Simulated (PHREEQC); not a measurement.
## Nickel, zinc or cadmium bath (model solution)

A solution holds 0.0044 mol ZnCl2, 0.00048 mol NaOH and 0.001 mol H2SO4 per kg of water, at 35 °C. Closed to the air; pH follows from the charge balance.

Equilibrium calculation in PHREEQC: ion-association model, phreeqc.dat.

No solid was allowed to form.

Task: What pH, specific conductance, ionic strength does the model give?

Result: pH 2.89; specific conductance 1930 µS/cm; ionic strength 0.0148 mol/kgw.

Task: In which forms is Cl present?

Result: Cl- 99 %, ZnCl+ 1.0 % of the Cl.
